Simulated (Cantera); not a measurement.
Input: 1 mol PbO, 3.7 mol H2, 0.47 mol H2O, at 1723.15 K.

Equilibrium computed with Cantera from the NASA thermochemical tables; the gas is ideal and each condensed phase is pure. Candidate condensed phases: H2O, Pb, PbO, PbO2, Pb3O4; 12 gas species. Gases not in the tables: (PbO)n polymers. Rates play no part.

x: gas mole fraction; n: condensed amount in mol.

| P (Pa) | x H2 | x H2O | x Pb | x H | x OH | n Pb(l) |
|---|---|---|---|---|---|---|
| 10 | 0.513 | 0.282 | 0.192 | 0.0131 | 0.000394 | 0 |
| 68 | 0.519 | 0.283 | 0.193 | 0.00504 | 0.000151 | 0 |
| 460 | 0.521 | 0.284 | 0.193 | [?] | [?] | 0 |
| 3200 | 0.522 | 0.284 | 0.193 | [?] | [?] | 0 |
| 22000 | 0.522 | 0.284 | 0.193 | 0.000281 | 8.40e-6 | 0 |
| 150000 | 0.579 | 0.315 | 0.106 | 0.000113 | 3.39e-6 | 0.504 |
| 1000000 | 0.637 | 0.347 | 0.0159 | 4.61e-5 | 1.38e-6 | 0.932 |

Task: What belongs in the gaps?

Result: 
- 460, x H: 0.00194
- 460, x OH: 5.81e-5
- 3200, x H: 0.000737
- 3200, x OH: 2.20e-5
